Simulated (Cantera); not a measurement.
Charge: 1 mol Pb, a varied amount of O₂, 0.72 mol N₂, equilibrated at 548.15 K and 1.33 mbar.

These are equilibrium values from Cantera (NASA tables, ideal gas, pure condensed phases), not measurements of a reactor. Candidate condensed phases: Pb, PbO, PbO₂, Pb₃O₄; 12 gas species. The numbers say what is thermodynamically allowed, not how fast it happens.

x: gas mole fraction; n: condensed amount in mol.

```csv
n(O₂) (mol),x N₂,x O₂,x NO,x NO₂,n Pb(s),n PbO(red)
0.06,1.00,<1e-12,<1e-12,<1e-12,0.880,0.120
0.16,1.00,<1e-12,<1e-12,<1e-12,0.680,0.320
0.26,1.00,<1e-12,<1e-12,<1e-12,?,?
0.37,1.00,<1e-12,<1e-12,<1e-12,0.260,0.740
0.47,1.00,<1e-12,<1e-12,<1e-12,?,0.940
0.57,0.911,0.0886,2.54e-9,1.04e-9,0,1.00
0.67,0.809,0.191,3.52e-9,2.11e-9,0,1.00
0.77,0.727,0.273,3.99e-9,2.86e-9,0,1.00
0.88,0.655,0.345,4.26e-9,3.43e-9,0,1.00
```

### Question
Complete the blanks.

### Answer

- 0.47, n Pb(s): 0.0600
- 0.26, n Pb(s): 0.480
- 0.26, n PbO(red): 0.520
